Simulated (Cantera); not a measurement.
A perfectly stirred reactor is fed with 1.82 % CH₃OH, 0.928 % O₂, 95.7 % N₂, 1.53 % H₂, equivalence ratio 3.8, at 0.910 bar; it is held at 1475 K, and followed from long to short residence time.

Computed with Cantera and GRI-Mech 3.0 (53 species, 325 reactions). GRI-Mech 3.0 was tuned for natural gas; its chemistry of methanol as a main component is partial and can be far from experiment.

Task: Predict: x(CH₃OH) at τ = 4.00 s; x(O₂) at τ = 4.00 s; x(CH₂CO) at τ = 4.00 s; x(HCN) at τ = 4.00 s; x(OH) at τ = 4.00 s; x(CH₃OH) at τ = 23.0 ms; x(O₂) at τ = 23.0 ms; x(CH₂CO) at τ = 23.0 ms; x(HCN) at τ = 23.0 ms; x(OH) at τ = 23.0 ms.

Result: 
- x(CH₃OH) at τ = 4.00 s = 7.20e-7
- x(O₂) at τ = 4.00 s = 1.06e-5
- x(CH₂CO) at τ = 4.00 s = 9.28e-9
- x(HCN) at τ = 4.00 s = 3.47e-7
- x(OH) at τ = 4.00 s = 5.46e-7
- x(CH₃OH) at τ = 23.0 ms = 2.26e-5
- x(O₂) at τ = 23.0 ms = 0.000307
- x(CH₂CO) at τ = 23.0 ms = 2.23e-7
- x(HCN) at τ = 23.0 ms = 2.45e-6
- x(OH) at τ = 23.0 ms = 3.82e-6
